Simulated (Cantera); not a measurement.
A closed system holds: 1 mol LiOH, 6.6 mol H2O, equilibrated at 1550 °C.

Equilibrium computed with Cantera from the NASA thermochemical tables; the gas is ideal and each condensed phase is pure. Candidate condensed phases: H2O, Li, LiH, LiOH, Li2O; 17 gas species. Equilibrium is a limit: real reactors are often held back by kinetics, nucleation or transport.

Q: At 10.0 bar, list the 4 most abundant gas species with their mole fractions, and the condensed phases.

A: H2O 0.935, LiOH 0.0620, Li2(OH)2 0.00146, H2 0.000968. Condensed: LiOH(l).
